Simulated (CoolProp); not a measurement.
Fluorine along the isotherm 147.5 K: Z from the reference equation and from simpler models built on Tc = 144.4 K, pc = 5.240 MPa, ω = 0.045; each cubic takes its own stable root.

The numbers come from the reference Helmholtz-energy equation of state, de Reuck 1990 in CoolProp.

```
p (MPa)  phase  reference  Pitzer virial  van der Waals  Redlich-Kwong
-------  -----  ---------  -------------  -------------  -------------
0.164      gas     0.9904         0.9900         0.9911         0.9899
0.327      gas     0.9806         0.9801         0.9821         0.9797
0.491      gas     0.9707         0.9701         0.9730         0.9694
0.655      gas     0.9605         0.9601         0.9637         0.9589
0.819      gas     0.9501         0.9501         0.9542         0.9483
0.982      gas     0.9396         0.9402         0.9446         0.9375
1.15       gas     0.9286         0.9300         0.9346         0.9263
1.31       gas     0.9179         0.9202         0.9249         0.9155
1.47       gas     0.9070         0.9105         0.9150         0.9045
1.64       gas     0.8951         0.9002         0.9043         0.8926
1.8        gas     0.8838         0.8904         0.8939         0.8812
1.96       gas     0.8722         0.8807         0.8834         0.8696
2.13       gas     0.8597         0.8703         0.8720         0.8570
2.29       gas     0.8476         0.8606         0.8609         0.8450
2.46       gas     0.8345         0.8502         0.8489         0.8319
2.62       gas     0.8218         0.8405         0.8373         0.8193
```
